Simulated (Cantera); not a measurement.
A closed system holds: 1 mol Cu, 0.58 mol F₂, 1.7 mol H₂, held at 9.75 Torr.

These are equilibrium values from Cantera (NASA tables, ideal gas, pure condensed phases), not measurements of a reactor. Candidate condensed phases: Cu, CuF₂; 15 gas species. Equilibrium is a limit: real reactors are often held back by kinetics, nucleation or transport.

### Question
Which condensed phases are stable at each of these points (T (°C)): 877, 927, 977, 1027, 1077, 1127, 1177, 1227?

### Answer
| T (°C) | condensed phases | Cu condensed (%) |
|---|---|---|
| 877 | Cu(s) | 100.0 |
| 927 | Cu(s) | 100.0 |
| 977 | Cu(s) | 100.0 |
| 1027 | Cu(s) | 100.0 |
| 1077 | Cu(s) | 100.0 |
| 1127 | Cu(l) | 100.0 |
| 1177 | Cu(l) | 99.9 |
| 1227 | Cu(l) | 99.8 |

From 877 °C to 1077 °C the condensed part is Cu(s). From 1127 °C to 1227 °C the condensed part is Cu(l).
